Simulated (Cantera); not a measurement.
Input: 1 mol TiCl4, a varied amount of O2, held at 750 °C and 19.5 Torr.

Cantera equilibrium calculation (NASA polynomials, part measured and part estimated; ideal gas, pure solids and liquids). Candidate condensed phases: Ti, TiCl2, TiCl3, TiCl4, TiO, TiO2, Ti2O3, Ti3O5, Ti4O7; 15 gas species. Condensed phases not in the tables: TiOCl. Equilibrium is a limit: real reactors are often held back by kinetics, nucleation or transport.

x: gas mole fraction; n: condensed amount in mol.

```json
[
 {"n(O2) (mol)": "0.78", "x Cl2": "0.873", "x O2": "5.45e-6", "x TiCl4": "0.123", "x Cl": "0.00315", "x ClO": "6.94e-8", "x TiCl3": "1.65e-8", "x O": "?", "n TiO2(rutile)": "0.780"},
 {"n(O2) (mol)": "1", "x Cl2": "0.995", "x O2": "0.000934", "x TiCl4": "0.000935", "x Cl": "0.00336", "x ClO": "9.70e-7", "x TiCl3": "1.17e-10", "x O": "?", "n TiO2(rutile)": "0.998"},
 {"n(O2) (mol)": "1.4", "x Cl2": "0.831", "x O2": "0.166", "x TiCl4": "3.66e-6", "x Cl": "0.00307", "x ClO": "1.18e-5", "x TiCl3": "<1e-12", "x O": "?", "n TiO2(rutile)": "1.000"},
 {"n(O2) (mol)": "1.9", "x Cl2": "0.687", "x O2": "0.310", "x TiCl4": "1.34e-6", "x Cl": "0.00280", "x ClO": "1.47e-5", "x TiCl3": "<1e-12", "x O": "?", "n TiO2(rutile)": "1.000"},
 {"n(O2) (mol)": "2.5", "x Cl2": "0.569", "x O2": "0.428", "x TiCl4": "6.68e-7", "x Cl": "0.00254", "x ClO": "1.57e-5", "x TiCl3": "<1e-12", "x O": "?", "n TiO2(rutile)": "1.000"},
 {"n(O2) (mol)": "3.3", "x Cl2": "0.463", "x O2": "0.534", "x TiCl4": "3.55e-7", "x Cl": "0.00230", "x ClO": "1.58e-5", "x TiCl3": "<1e-12", "x O": "?", "n TiO2(rutile)": "1.000"},
 {"n(O2) (mol)": "4.5", "x Cl2": "0.362", "x O2": "0.636", "x TiCl4": "1.82e-7", "x Cl": "0.00203", "x ClO": "1.53e-5", "x TiCl3": "<1e-12", "x O": "1.54e-9", "n TiO2(rutile)": "1.000"},
 {"n(O2) (mol)": "6", "x Cl2": "0.285", "x O2": "0.714", "x TiCl4": "1.00e-7", "x Cl": "0.00180", "x ClO": "1.43e-5", "x TiCl3": "<1e-12", "x O": "1.63e-9", "n TiO2(rutile)": "1.000"},
 {"n(O2) (mol)": "8", "x Cl2": "0.221", "x O2": "0.777", "x TiCl4": "5.56e-8", "x Cl": "0.00159", "x ClO": "1.32e-5", "x TiCl3": "<1e-12", "x O": "1.70e-9", "n TiO2(rutile)": "1.000"},
 {"n(O2) (mol)": "11", "x Cl2": "0.166", "x O2": "0.833", "x TiCl4": "2.91e-8", "x Cl": "0.00137", "x ClO": "1.18e-5", "x TiCl3": "<1e-12", "x O": "1.76e-9", "n TiO2(rutile)": "1.00"},
 {"n(O2) (mol)": "14", "x Cl2": "0.133", "x O2": "0.866", "x TiCl4": "1.79e-8", "x Cl": "0.00123", "x ClO": "1.08e-5", "x TiCl3": "<1e-12", "x O": "1.80e-9", "n TiO2(rutile)": "1.00"}
]
```

Task: What belongs in the gaps?

Result: 
- 0.78, x O: 4.51e-12
- 1, x O: 5.90e-11
- 1.4, x O: 7.88e-10
- 1.9, x O: 1.08e-9
- 2.5, x O: 1.26e-9
- 3.3, x O: 1.41e-9
